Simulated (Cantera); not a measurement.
What does this Cantera script print?

```python
import numpy as np
import cantera as ct

gas_names = """
    O2 TiO B2O3 B2O2
""".split()
cond_names = """
    Ti(a) Ti(b) Ti(L) B(b) B(L) Ta(cr) Ta(L) Ta2O5(s) Ta2O5(L) Ti4O7(s) Ti4O7(L)
""".split()


# ... load() reads the species with a 1 bar reference pressure and builds the phases ...
species = {s.name: s for s in load("nasa_gas.yaml", gas_names) + load("nasa_condensed.yaml", cond_names)}
# Each term lists the table entries of one substance; the one whose range holds T is used.
reactions = {
    '2 Ti + O2(g) = 2 TiO(g)':
        [(-2, ['Ti(a)', 'Ti(b)', 'Ti(L)']), (-1, ['O2']), (2, ['TiO'])],
    '1.333 B + O2(g) = 0.6667 B2O3(g)':
        [(-1.3333333333333333, ['B(b)', 'B(L)']), (-1, ['O2']), (0.6666666666666666, ['B2O3'])],
    '0.8 Ta + O2(g) = 0.4 Ta2O5':
        [(-0.8, ['Ta(cr)', 'Ta(L)']), (-1, ['O2']), (0.4, ['Ta2O5(s)', 'Ta2O5(L)'])],
    '2 B + O2(g) = B2O2(g)':
        [(-2, ['B(b)', 'B(L)']), (-1, ['O2']), (1, ['B2O2'])],
    '1.143 Ti + O2(g) = 0.2857 Ti4O7':
        [(-1.1428571428571428, ['Ti(a)', 'Ti(b)', 'Ti(L)']), (-1, ['O2']), (0.2857142857142857, ['Ti4O7(s)', 'Ti4O7(L)'])],
}


def pick(names, T):
    return next(species[n] for n in names if species[n].thermo.min_temp <= T <= species[n].thermo.max_temp)


results = []
for label, terms in reactions.items():
    print(label)
    print("     T/K   dH/kJ  dS/(J/K)   dG/kJ   log10 K")
    for T in [300, 875, 975, 1075, 1175, 1275, 1375]:
        used = [(nu, pick(names, T)) for nu, names in terms]
        dH = sum(nu * s.thermo.h(T) for nu, s in used) / 1e6
        dS = sum(nu * s.thermo.s(T) for nu, s in used) / 1e3
        dG = dH - T * dS / 1e3
        logK = -dG * 1e6 / (ct.gas_constant * T * np.log(10))
        results.append((label, T, dH, dS, dG, logK, [s.name for _, s in used]))
        print(f"{T:8g} {dH:8.1f} {dS:8.1f} {dG:8.1f} {logK:8.2f}")
```

It prints:

```
2 Ti + O2(g) = 2 TiO(g)
     T/K   dH/kJ  dS/(J/K)   dG/kJ   log10 K
     300    108.8    200.3     48.7    -8.48
     875     99.0    182.6    -60.8     3.63
     975     96.7    180.2    -79.0     4.23
    1075     94.0    177.5    -96.8     4.71
    1175     82.7    167.7   -114.3     5.08
    1275     81.0    166.3   -131.0     5.37
    1375     79.0    164.8   -147.6     5.61
1.333 B + O2(g) = 0.6667 B2O3(g)
     T/K   dH/kJ  dS/(J/K)   dG/kJ   log10 K
     300   -557.3    -23.7   -550.2    95.80
     875   -558.9    -26.2   -535.9    31.99
     975   -559.3    -26.7   -533.3    28.57
    1075   -559.7    -27.1   -530.6    25.78
    1175   -560.2    -27.5   -527.9    23.47
    1275   -560.7    -27.9   -525.1    21.51
    1375   -561.2    -28.3   -522.3    19.84
0.8 Ta + O2(g) = 0.4 Ta2O5
     T/K   dH/kJ  dS/(J/K)   dG/kJ   log10 K
     300   -818.4   -181.0   -764.1   133.04
     875   -811.9   -169.9   -663.2    39.59
     975   -810.3   -168.2   -646.3    34.63
    1075   -808.8   -166.7   -629.6    30.59
    1175   -807.1   -165.2   -613.0    27.25
    1275   -805.5   -163.9   -596.5    24.44
    1375   -803.8   -162.6   -580.2    22.04
2 B + O2(g) = B2O2(g)
     T/K   dH/kJ  dS/(J/K)   dG/kJ   log10 K
     300   -456.0     25.8   -463.8    80.75
     875   -457.5     24.3   -478.7    28.58
     975   -458.1     23.6   -481.1    25.77
    1075   -458.8     22.9   -483.4    23.49
    1175   -459.6     22.2   -485.7    21.59
    1275   -460.4     21.5   -487.9    19.99
    1375   -461.3     20.9   -490.0    18.61
1.143 Ti + O2(g) = 0.2857 Ti4O7
     T/K   dH/kJ  dS/(J/K)   dG/kJ   log10 K
     300   -972.7   -183.5   -917.7   159.78
     875   -966.3   -172.5   -815.4    48.67
     975   -965.1   -171.2   -798.2    42.76
    1075   -964.0   -170.1   -781.1    37.95
    1175   -967.7   -173.3   -764.0    33.97
    1275   -966.0   -171.9   -746.8    30.59
    1375   -964.3   -170.7   -729.7    27.72
```

Cantera with NASA thermochemical tables; ideal gases at 1 bar, condensed phases pure. Condensed species are held in their standard states even where they would react or evaporate.
